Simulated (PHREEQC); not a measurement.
Make-up at 25 °C: 0.038 mol/kgw (NH4)2SiF6. It is in equilibrium with CO2 at log p = -3.4 (atm). Otherwise closed; pH follows from the charge balance.

Computed with PHREEQC (ion-association model, phreeqc.dat).

Each row changes one thing in this solution. Precipitation was switched off in this run.

| case | pH | ionic strength (mol/kgw) | F- (mol/kgw) | HF (mol/kgw) | HF2- (mol/kgw) | HCO3- (mol/kgw) |
|---|---|---|---|---|---|---|
| as made | 3.12 | 0.114 | 0.00239 | 0.00201 | 1.84e-5 | 1.01e-8 |
| (NH4)2SiF6 replaced by H2SiF6 at the same molality | 1.22 | … | 0.000118 | 0.00783 | … | 1.27e-10 |
| temperature from 25 to 20 °C | 3.12 | 0.114 | 0.00225 | … | 1.43e-5 | 1.08e-8 |
| temperature from 25 to 50 °C | 3.15 | 0.114 | 0.00330 | 0.00406 | 5.79e-5 | 7.33e-9 |
| temperature from 25 to 35 °C | 3.12 | 0.114 | 0.00271 | 0.00268 | 2.97e-5 | 8.79e-9 |
| diluted 100-fold with water | 3.32 | … | 0.00115 | 0.000795 | 3.50e-6 | 1.30e-8 |
| (NH4)2SiF6 replaced by (CH3)4NF at the same molality | 6.44 | 0.0380 | 0.0380 | 1.69e-5 | 2.46e-6 | 1.97e-5 |
| (NH4)2SiF6 from 0.038 to 0.076 mol/kgw | 3.08 | 0.228 | 0.00261 | 0.00213 | 2.11e-5 | 9.88e-9 |

Q: Fill in the missing entries.

A: 
- (NH4)2SiF6 replaced by H2SiF6 at the same molality, ionic strength (mol/kgw): 0.110
- (NH4)2SiF6 replaced by H2SiF6 at the same molality, HF2- (mol/kgw): 3.52e-6
- temperature from 25 to 20 °C, HF (mol/kgw): 0.00173
- diluted 100-fold with water, ionic strength (mol/kgw): 0.00132

Some of these states are supersaturated (in Quartz (slow to form), Chalcedony (slow to form), for instance). Away from 25 °C the constants follow the database's enthalpies or fits; those with neither stay at their 25 °C values. SiF6-2 is the database's only silicon fluoride.
